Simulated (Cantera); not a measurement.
Moist CO burnout

An isothermal, constant-pressure homogeneous reactor starts with CO : O₂ : H₂O : N₂ = 0.0026 : 0.015 : 0.05 : 1 (molar parts), at 1375 K and 0.464 atm.

Model: GRI-Mech 3.0 (53 species, 325 reactions), integrated in Cantera.

```json
[
 {"t (s)": "0.000100", "x CO": "0.00244", "x O₂": "0.0141", "x H₂O": "0.0468", "x H₂": "3.38e-11", "x NO": "<1e-12", "x HO₂": "5.72e-10", "x CO₂": "1.07e-9"},
 {"t (s)": "0.000289", "x CO": "0.00244", "x O₂": "0.0141", "x H₂O": "0.0468", "x H₂": "6.11e-10", "x NO": "<1e-12", "x HO₂": "1.58e-9", "x CO₂": "4.91e-9"},
 {"t (s)": "0.000838", "x CO": "0.00244", "x O₂": "0.0141", "x H₂O": "0.0468", "x H₂": "1.30e-8", "x NO": "<1e-12", "x HO₂": "4.73e-9", "x CO₂": "5.20e-8"},
 {"t (s)": "0.00242", "x CO": "0.00243", "x O₂": "0.0140", "x H₂O": "0.0468", "x H₂": "1.70e-6", "x NO": "<1e-12", "x HO₂": "1.33e-7", "x CO₂": "5.75e-6"},
 {"t (s)": "0.00702", "x CO": "0.000536", "x O₂": "0.0131", "x H₂O": "0.0463", "x H₂": "0.000314", "x NO": "2.34e-8", "x HO₂": "1.55e-6", "x CO₂": "0.00190"},
 {"t (s)": "0.0203", "x CO": "1.61e-5", "x O₂": "0.0128", "x H₂O": "0.0468", "x H₂": "3.49e-5", "x NO": "5.48e-8", "x HO₂": "3.63e-7", "x CO₂": "0.00242"},
 {"t (s)": "0.0588", "x CO": "1.12e-6", "x O₂": "0.0128", "x H₂O": "0.0469", "x H₂": "4.34e-6", "x NO": "5.83e-8", "x HO₂": "5.41e-8", "x CO₂": "0.00244"},
 {"t (s)": "0.170", "x CO": "1.43e-7", "x O₂": "0.0128", "x H₂O": "0.0469", "x H₂": "9.43e-7", "x NO": "5.97e-8", "x HO₂": "1.29e-8", "x CO₂": "0.00244"},
 {"t (s)": "0.492", "x CO": "3.78e-8", "x O₂": "0.0128", "x H₂O": "0.0469", "x H₂": "3.17e-7", "x NO": "6.03e-8", "x HO₂": "6.11e-9", "x CO₂": "0.00244"},
 {"t (s)": "1.43", "x CO": "2.10e-8", "x O₂": "0.0128", "x H₂O": "0.0469", "x H₂": "1.94e-7", "x NO": "6.06e-8", "x HO₂": "5.16e-9", "x CO₂": "0.00244"},
 {"t (s)": "4.12", "x CO": "2.00e-8", "x O₂": "0.0128", "x H₂O": "0.0469", "x H₂": "1.86e-7", "x NO": "6.10e-8", "x HO₂": "5.12e-9", "x CO₂": "0.00244"},
 {"t (s)": "11.9", "x CO": "2.00e-8", "x O₂": "0.0128", "x H₂O": "0.0469", "x H₂": "1.86e-7", "x NO": "6.20e-8", "x HO₂": "5.12e-9", "x CO₂": "0.00244"},
 {"t (s)": "34.6", "x CO": "2.00e-8", "x O₂": "0.0128", "x H₂O": "0.0469", "x H₂": "1.86e-7", "x NO": "6.51e-8", "x HO₂": "5.12e-9", "x CO₂": "0.00244"},
 {"t (s)": "100", "x CO": "2.00e-8", "x O₂": "0.0128", "x H₂O": "0.0469", "x H₂": "1.86e-7", "x NO": "7.39e-8", "x HO₂": "5.12e-9", "x CO₂": "0.00244"}
]
```
x: mole fraction; the columns are a selection and need not sum to one.

Equilibrium at this temperature and pressure: CO 2.00e-8, O₂ 0.0128, H₂O 0.0469, H₂ 1.86e-7, NO 0.000170, HO₂ 5.09e-9, CO₂ 0.00244 (gas phase only).
